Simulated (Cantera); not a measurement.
A closed system holds: 1 mol TEOS, 3.3 mol O3, held at 7.50 Torr.

These are equilibrium values from Cantera (NASA tables, ideal gas, pure condensed phases), not measurements of a reactor. Candidate condensed phases: C, C6H6, C7H8, C8H18, H2O, Si, SiC, SiO2; 123 gas species. The feed counts by its element totals alone. The tables hold silica as quartz up to 1696 K and as liquid above; real silica turns to tridymite and cristobalite and melts near 1996 K. The numbers say what is thermodynamically allowed, not how fast it happens.

x: gas mole fraction; n: condensed amount in mol.

```csv
T (K),x H2,x CO,x H2O,x CO2,x H,x SiO,n SiO2(β-quartz),n SiO2(condensed)
975,0.455,0.328,0.101,0.116,7.72e-9,<1e-12,1.00,0
1075,0.438,0.345,0.117,0.0994,9.71e-8,<1e-12,1.00,0
1175,0.425,0.358,0.131,0.0861,7.99e-7,(withheld),1.00,0
1275,0.414,0.369,0.141,0.0755,4.75e-6,(withheld),1.00,0
1375,0.406,0.377,0.149,0.0672,2.18e-5,(withheld),1.00,0
1475,0.399,0.384,0.156,0.0605,8.20e-5,(withheld),1.000,0
1575,0.394,0.389,0.162,0.0551,0.000261,(withheld),1.000,0
1675,0.389,0.394,0.166,0.0506,0.000724,(withheld),0.999,0
1775,0.384,0.397,0.170,0.0471,0.00179,(withheld),0,0.995
1875,0.378,0.398,0.173,0.0444,0.00403,(withheld),0,0.965
```

Task: Fill in the missing entries.

Result: 
- 1175, x SiO: 3.15e-12
- 1275, x SiO: 2.30e-10
- 1375, x SiO: 8.93e-9
- 1475, x SiO: 2.10e-7
- 1575, x SiO: 3.29e-6
- 1675, x SiO: 3.68e-5
- 1775, x SiO: 0.000303
- 1875, x SiO: 0.00194
